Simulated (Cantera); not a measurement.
Source: NASA polynomial tables (part measured, part estimated), evaluated in Cantera. Values are per mole of reaction as written; species without (g) are pure solids or liquids, kept so even where they would boil at 1 bar.

2 AlI₃(g) + 2 N(g) ⇌ 2 AlN + 3 I₂(g)

```csv
T (K),ΔH° (kJ),ΔS° (J/K),ΔG° (kJ),log10 K
300,(withheld),(withheld),(withheld),(withheld)
1348,-1008.5,-238.9,-686.4,26.60
1398,(withheld),(withheld),(withheld),(withheld)
1448,(withheld),(withheld),(withheld),(withheld)
1498,-1006.9,-237.8,-650.6,22.69
1548,(withheld),(withheld),(withheld),(withheld)
```

### Question
Complete the blanks.

### Answer

- 300, ΔH° (kJ): -1007.5
- 300, ΔS° (J/K): -231.7
- 300, ΔG° (kJ): -938.0
- 300, log10 K: 163.32
- 1398, ΔH° (kJ): -1008.0
- 1398, ΔS° (J/K): -238.6
- 1398, ΔG° (kJ): -674.4
- 1398, log10 K: 25.20
- 1448, ΔH° (kJ): -1007.4
- 1448, ΔS° (J/K): -238.2
- 1448, ΔG° (kJ): -662.5
- 1448, log10 K: 23.90
- 1548, ΔH° (kJ): -1006.3
- 1548, ΔS° (J/K): -237.4
- 1548, ΔG° (kJ): -638.7
- 1548, log10 K: 21.55
